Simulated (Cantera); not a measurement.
# Equilibrium for roasting and sulfation: MgCO₃ + SO₃ + H₂O

Charge: 1 mol MgCO₃, 3.6 mol SO₃, 0.22 mol H₂O, at 1 atm.

These are equilibrium values from Cantera (NASA tables, ideal gas, pure condensed phases), not measurements of a reactor. Candidate condensed phases: C, C₆H₆, C₇H₈, C₈H₁₈, H₂O, H₂SO₄, Mg, MgCO₃, MgO, Mg(OH)₂, MgS, MgSO₄, S; 130 gas species. Kinetics and transport are ignored.

| T (K) | x SO₂ | x O₂ | x CO₂ | x SO₃ | x H₂O | n MgSO₄(s) | n MgO(s) |
|---|---|---|---|---|---|---|---|
| 1223 | 0.471 | 0.236 | 0.200 | 0.0493 | 0.0440 | 1.00 | 0 |
| 1323 | 0.489 | 0.244 | 0.198 | 0.0254 | 0.0435 | 1.00 | 0 |
| 1423 | 0.532 | 0.266 | 0.152 | 0.0157 | 0.0335 | 0 | 1.00 |
| 1523 | 0.537 | 0.268 | 0.152 | 0.00933 | 0.0334 | 0 | 1.00 |
| 1623 | 0.539 | 0.270 | 0.151 | 0.00591 | 0.0333 | 0 | 1.00 |
| 1723 | 0.541 | 0.270 | 0.151 | 0.00395 | 0.0332 | 0 | 1.000 |
| 1823 | 0.542 | 0.271 | 0.151 | 0.00276 | 0.0330 | 0 | 1.000 |
x: gas mole fraction; n: condensed amount in mol.

From 1223 K to 1323 K the condensed part is MgSO₄(s). From 1423 K to 1823 K the condensed part is MgO(s).
